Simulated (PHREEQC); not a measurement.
Make-up at 28 °C: 0.099 mol TMAH, 4.7e-07 mol H4SiO4 and 1.5e-05 mol CO2 per kg of water. Closed to the air; pH follows from the charge balance.

Computed with PHREEQC (ion-association model, phreeqc.dat).

This is a speciation only: nothing precipitates in the calculation.

Question: Predict the pH.

Answer: pH 12.78.

Question: In which forms is Si present?

Answer: H3SiO4- 50 %, H2SiO4-2 49 % of the Si.

Complexes and solids missing from the database can't appear. (CH3)4N+ isn't in the database: it is added as a free cation with an ion size of 4 Å.
